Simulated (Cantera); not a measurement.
An adiabatic, constant-volume homogeneous reactor starts with 10.5 % CH4, 2.63 % C2H6, 13.8 % O2, 73.0 % N2, at 1550 K and 180 Torr.

Detailed kinetics in Cantera: GRI-Mech 3.0 (53 species, 325 reactions).

Problem. Predict: time of steepest temperature rise; temperature at 0.400 s; equilibrium temperature; x(O2) at 0.400 s; x(CO2) at 0.400 s.

Solution. 
```
Item                                                                 Value
---------------------------------  ---------------------------------------
time of steepest temperature rise                                 0.444 ms
temperature at 0.400 s                                              2520 K
equilibrium temperature                                             2520 K
x(O2) at 0.400 s                   3.10e-5 (gas-phase equilibrium 3.10e-5)
x(CO2) at 0.400 s                    0.0112 (gas-phase equilibrium 0.0112)
```
